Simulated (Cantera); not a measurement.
Input: 1 mol Zr, 0.12 mol N2O, 0.58 mol N2, equilibrated at 1975 K and 10000 Pa.

Cantera equilibrium calculation (NASA polynomials, part measured and part estimated; ideal gas, pure solids and liquids). Candidate condensed phases: Zr, ZrN, ZrO2; 13 gas species. Mutual solubility and eutectic melting of coexisting phases are not modelled. ZrN: taken at fixed stoichiometry. Condensed phases not in the tables: solid solutions among these carbides, nitrides and lower oxides. The numbers say what is thermodynamically allowed, not how fast it happens.

Task: What is the equilibrium state?

Result: 
```json
{
  "x(N2)": "1.00",
  "n(ZrN(s))": "0.940 mol",
  "n(ZrO2(tetragonal))": "0.0600 mol",
  "gas_amount": "0.2300 mol",
  "log10 activity of Zr(β) (absent)": "-4.37"
}
```
